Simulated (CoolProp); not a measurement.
Vapour-liquid equilibrium of carbon dioxide (1) + propylene (2) at 7.15 °C; x and y are mole fractions of (1).

Model: multi-fluid Helmholtz-energy mixture model, Span 1996 and Lemmon 2013; pair parameters Bell 2016, in CoolProp.

**Question.** Give the bubble pressure and the first vapour's composition at x = 0.125, 0.275, 0.8. Is there an azeotrope?

**Answer.** x = 0.125: 1.319 MPa, y = 0.462; x = 0.275: 1.947 MPa, y = 0.653; x = 0.8: 3.586 MPa, y = 0.901. No azeotrope shows between x = 0.05 and 0.95.

The pair parameters rest on a limited set of measurements; away from them the model extrapolates.
